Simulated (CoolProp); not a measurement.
Saturated liquid density (kg/m³) of n-undecane: the reference equation beside estimates from Tc = 638.8 K, pc = 1.990 MPa, ω = 0.539. Rackett uses Z = 0.29056 − 0.08775 ω.

The numbers come from the reference Helmholtz-energy equation of state, Aleksandrov 2011 in CoolProp. It is a short technical equation, of lower accuracy than the large ones.

```
T (K)  reference  Rackett  van der Waals  Redlich-Kwong  Soave-Redlich-Kwong  Peng-Robinson
-----  ---------  -------  -------------  -------------  -------------------  -------------
470.6      597.8    632.4              …              …                507.7          574.5
472.9      595.7    630.0          322.1          463.0                505.7          572.4
475.2      593.6    627.6          321.0          460.9                503.8              …
477.5      591.5    625.2          319.8          458.8                    …          568.0
479.8      589.3    622.7              …          456.8                499.8          565.8
482.2      587.0    620.2          317.5          454.6                497.7          563.5
484.5      584.9    617.7          316.3              …                495.6          561.2
486.8      582.7    615.2          315.1              …                493.5          558.9
489.1      580.5    612.7          313.9          448.2                491.4          556.6
491.4      578.2    610.2          312.7          446.0                489.3          554.2
493.7      576.0    607.6          311.5          443.8                487.1          551.8
496        573.7    605.1          310.2          441.6                484.9          549.4
```

Q: What belongs in the gaps?

A: 
- 470.6, van der Waals: 323.3
- 470.6, Redlich-Kwong: 465.0
- 475.2, Peng-Robinson: 570.2
- 477.5, Soave-Redlich-Kwong: 501.8
- 479.8, van der Waals: 318.7
- 484.5, Redlich-Kwong: 452.5
- 486.8, Redlich-Kwong: 450.3

Absolute difference from the reference over all 12 rows, mean and median: Rackett 5.6 and 5.6 %, van der Waals 45.9 and 45.9 %, Redlich-Kwong 22.6 and 22.6 %, Soave-Redlich-Kwong 15.3 and 15.2 %, Peng-Robinson 4.0 and 4.0 %.
